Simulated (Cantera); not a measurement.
Source: NASA polynomial tables (part measured, part estimated), evaluated in Cantera. Values are per mole of reaction as written; species without (g) are pure solids or liquids, kept so even where they would boil at 1 bar.

2 P2(g) ⇌ P4(g), with ΔH° = -228.4 kJ and ΔS° = -156.2 J/K at 300 K.

Question: How far is the shortcut ΔG° ≈ ΔH°(300 K) − T·ΔS°(300 K) from the full temperature-dependent value at 350, 400, 450, 500, 550, 600, 650, 700 K?

Answer: 
| T (K) | shortcut (kJ) | full (kJ) | difference (kJ) | difference in log10 K |
|---|---|---|---|---|
| 350 | -173.7 | -173.7 | 0.0 | 0.00 |
| 400 | -165.9 | -165.9 | 0.1 | -0.01 |
| 450 | -158.1 | -158.2 | 0.1 | -0.02 |
| 500 | -150.3 | -150.5 | 0.3 | -0.03 |
| 550 | -142.5 | -142.9 | 0.4 | -0.04 |
| 600 | -134.6 | -135.2 | 0.6 | -0.05 |
| 650 | -126.8 | -127.7 | 0.8 | -0.07 |
| 700 | -119.0 | -120.1 | 1.1 | -0.08 |
The shortcut ignores the heat-capacity change of the reaction.
